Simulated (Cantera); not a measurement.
Mixture: CH4 : O2 : N2 = 1.8 : 1.05 : 3.96 (molar parts), equivalence ratio 3.4, at 39.0 bar, adiabatic and at constant volume. Ignition delay is the time to a rise of 400 K.

Model: GRI-Mech 3.0 (53 species, 325 reactions), integrated in Cantera. The pressure lies above the range GRI-Mech 3.0 was tuned for (to about 10 atm).

**Question.** Predict: delay at 1200 K; delay at 1250 K; delay at 1300 K; delay at 1350 K; delay at 1400 K; delay at 1450 K; delay at 1500 K; apparent activation energy between 1400 and 1500 K.

**Answer.** 
```
Item                                                     Value
--------------------------------------------------  ----------
delay at 1200 K                                        1.83 ms
delay at 1250 K                                        1.03 ms
delay at 1300 K                                       0.602 ms
delay at 1350 K                                       0.361 ms
delay at 1400 K                                       0.221 ms
delay at 1450 K                                       0.138 ms
delay at 1500 K                                        87.4 µs
apparent activation energy between 1400 and 1500 K  160 kJ/mol
```
